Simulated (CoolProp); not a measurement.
The fluid at 342.52 K and 5.87 MPa (liquid) is heated at constant pressure to 360.5 K. The same conditions are run with several fluids, on thermodynamics alone (safety and materials aside).

The numbers come from the reference Helmholtz-energy equation of state of each fluid (toluene: Lemmon 2006; R22: Kamei 1995; R115: Lemmon 2016; ethanol: Schroeder 2014; n-perfluorohexane: Gao 2022) in CoolProp.

```
fluid              heat (kJ/kg)  final phase  final density (kg/m³)
-----------------  ------------  -----------  ---------------------
toluene                    33.7       liquid             (withheld)
R22                        29.1       liquid             (withheld)
R115                       23.2   (withheld)                    989
ethanol              (withheld)       liquid                    735
n-perfluorohexane          20.0       liquid             (withheld)
```

### Question
Complete the blanks.

### Answer

- toluene, final density (kg/m³): 809
- R22, final density (kg/m³): 902
- R115, final phase: supercritical
- ethanol, heat (kJ/kg): 52.3
- n-perfluorohexane, final density (kg/m³): 1520
